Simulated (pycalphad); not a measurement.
An equivalent pycalphad script:

```python
from pycalphad import Database, equilibrium, calculate, variables as v
import numpy as np
db = Database('COST507.tdb')
comps = ['TI', 'B', 'VA']
phases = ['B2M', 'B2TI', 'B4M3', 'B4TI3', 'BCC_A2', 'BETA_RHOMBO_B', 'BM', 'BTI', 'HCP_A3', 'LIQUID']
eq = equilibrium(db, comps, phases, {v.X('B'): 0.0058, v.T: np.arange(2850, 499, -50), v.P: 101325, v.N: 1}, output=['HM', 'SM'])
```

Source of the numbers: pycalphad with the COST 507 light-alloy database (1999); pressure 1 atm. The data set is of 1999 and partly superseded. Amounts are mole fractions of atoms. Kinetics are ignored, which matters at the lower temperatures.

Results at three of the temperatures:

```
T = 2250.00 K, P = 101325 Pa, N = 1 mol of atoms
G = -152547 J/mol, H = 83643 J/mol, S = 104.97 J/(mol K)  (SER reference)
chemical potentials (J/mol): Ti -151759, B -287586
phase             fraction      x(Ti)       x(B)
LIQUID              1.0000     0.9942     0.0058
```

```
T = 1550.00 K, P = 101325 Pa, N = 1 mol of atoms
G = -86972 J/mol, H = 41114 J/mol, S = 82.64 J/(mol K)  (SER reference)
chemical potentials (J/mol): Ti -86348, B -193995
phase             fraction      x(Ti)       x(B)
BCC_A2              0.9921     0.9981     0.0019
BM                  0.0079     0.5000     0.5000
```

```
T = 900.00 K, P = 101325 Pa, N = 1 mol of atoms
G = -39208 J/mol, H = 16433 J/mol, S = 61.82 J/(mol K)  (SER reference)
chemical potentials (J/mol): Ti -38415, B -175153
phase             fraction      x(Ti)       x(B)
HCP_A3              0.9900     0.9992   0.000824
BM                  0.0100     0.5000     0.5000
```

Changes of the phase set, refined by bisection:

```tsv
T (°C)	phases above	phases below
1655.4	liquid	bcc + liquid
1541.0	bcc + liquid	bcc + BM
883.0	bcc + BM	BM + hcp
```

Database names, with the compositions (at.%) that they take in these runs: BM: Ti 50 B 50. BCC_A2 is bcc; HCP_A3 is hcp.
